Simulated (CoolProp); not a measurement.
Vapour-liquid equilibrium of R22 (1) + C3F8 (R218) (2) at 16.2 bar; x and y are mole fractions of (1).

Computed with CoolProp (multi-fluid Helmholtz-energy mixture model, Kamei 1995 and Lemmon 2006; pair parameters Bell 2016).

Q: Give the bubble temperature and the first vapour's composition at x = 0.2, 0.35, 0.575. Is there an azeotrope?

A: x = 0.2: 314.5 K, y = 0.282; x = 0.35: 310.7 K, y = 0.431; x = 0.575: 308.5 K, y = 0.593. y crosses x between x = 0.575 and 0.65: the model has an azeotrope there.

Pair parameters are fitted to limited data, so mixtures are less certain than the pure fluids.
